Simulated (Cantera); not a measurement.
Charge: 1 mol FeS, 1200 mol H₂, at 1.50 bar.

Method: chemical equilibrium by Gibbs-energy minimisation in Cantera with the NASA 1993 tables (ideal gas, pure condensed phases). Candidate condensed phases: Fe, FeS, FeS₂, S; 8 gas species. FeS: taken at fixed stoichiometry. Rates play no part.

log p: log10 of the partial pressure in bar; n: condensed amount in mol.

```tsv
T (°C)	log p H₂	log p H₂S	log p H	log p SH	log p S₂	n Fe(α)	n FeS(s)	n Fe(γ)
550	0.18	-3.52	-11.05	-10.67	<-11	0.243	0.757	0
600	0.18	-3.28	-10.24	-9.84	<-11	0.421	0.579	0
650	0.18	-3.07	-9.52	-9.09	?	0.685	0.315	0
700	0.18	-2.90	-8.88	-8.45	?	1.00	0	0
750	0.18	-2.90	-8.30	-8.02	?	1.00	0	0
800	0.18	-2.90	-7.77	-7.63	?	1.00	0	0
850	0.18	-2.90	-7.28	-7.27	?	1.00	0	0
900	0.18	-2.90	-6.84	-6.94	?	1.00	0	0
950	0.18	-2.90	-6.43	-6.64	?	0	0	1.00
```

Q: Complete the blanks.

A: 
- 650, log p S₂: -11.53
- 700, log p S₂: -10.68
- 750, log p S₂: -10.21
- 800, log p S₂: -9.78
- 850, log p S₂: -9.39
- 900, log p S₂: -9.04
- 950, log p S₂: -8.71
